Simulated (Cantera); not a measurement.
Input: 1 mol SiCl4, 8.3 mol N2O, 11 mol N2, 8.8 mol H2O, held at 79.0 mbar.

These are equilibrium values from Cantera (NASA tables, ideal gas, pure condensed phases), not measurements of a reactor. Candidate condensed phases: H2O, NH4Cl, Si, SiO2, Si2N2O, Si3N4; 47 gas species. The tables hold silica as quartz up to 1696 K and as liquid above; real silica turns to tridymite and cristobalite and melts near 1996 K. Gases not in the tables: Si(OH)4. Kinetics and transport are ignored.

Which condensed phases are stable at each of these points (T (°C)): 377, 477, 577, 677, 777, 877, 977, 1077, 1177, 1277, 1377, 1477, 1577, 1677?


| T (°C) | condensed phases | Si condensed (%) |
|---|---|---|
| 377 | SiO2(α-quartz) | 100.0 |
| 477 | SiO2(α-quartz) | 100.0 |
| 577 | SiO2(β-quartz) | 100.0 |
| 677 | SiO2(β-quartz) | 100.0 |
| 777 | SiO2(β-quartz) | 100.0 |
| 877 | SiO2(β-quartz) | 100.0 |
| 977 | SiO2(β-quartz) | 100.0 |
| 1077 | SiO2(β-quartz) | 100.0 |
| 1177 | SiO2(β-quartz) | 100.0 |
| 1277 | SiO2(β-quartz) | 100.0 |
| 1377 | SiO2(β-quartz) | 100.0 |
| 1477 | SiO2(condensed) | 100.0 |
| 1577 | SiO2(condensed) | 100.0 |
| 1677 | SiO2(condensed) | 100.0 |

From 377 °C to 477 °C the condensed part is SiO2(α-quartz). From 577 °C to 1377 °C the condensed part is SiO2(β-quartz). From 1477 °C to 1677 °C the condensed part is SiO2(condensed).
